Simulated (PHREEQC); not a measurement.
Dissolve 0.0085 mol/kgw NaH2PO4, 0.0044 mol/kgw Na2HPO4 and 0.0039 mol/kgw NaCl at 72 °C. Closed to the air; pH follows from the charge balance.

All values are PHREEQC results (ion-association model, wateq4f.dat), not measurements.

| quantity | before | after |
|---|---|---|
| pH | 6.60 | 8.62 |
| ionic strength (mol/kgw) | 0.0254 | 0.0169 |
| H2PO4- (mol/kgw) | 0.00850 | 8.58e-5 |
| HPO4-2 (mol/kgw) | 0.00431 | 0.00425 |
| NaHPO4- (mol/kgw) | 9.21e-5 | 6.01e-5 |
| H3PO4 (mol/kgw) | 4.32e-7 | 4.25e-11 |
| SI of Halite (NaCl) | -5.90 | -6.10 |

Task: Name the change that produced these shifts.
A) diluted 10-fold with water
B) NaH2PO4 from 0.0085 to 0.0425 mol/kgw
C) 0.0044 mol/kgw HNO3 added
D) temperature from 72 to 10 °C
E) NaH2PO4 left out

Result: E, NaH2PO4 left out

This is a speciation only: nothing precipitates in the calculation. H3PO4, which wateq4f.dat lacks, is added to it with the constant of phreeqc.dat. Constants without temperature data keep their 25 °C values here.
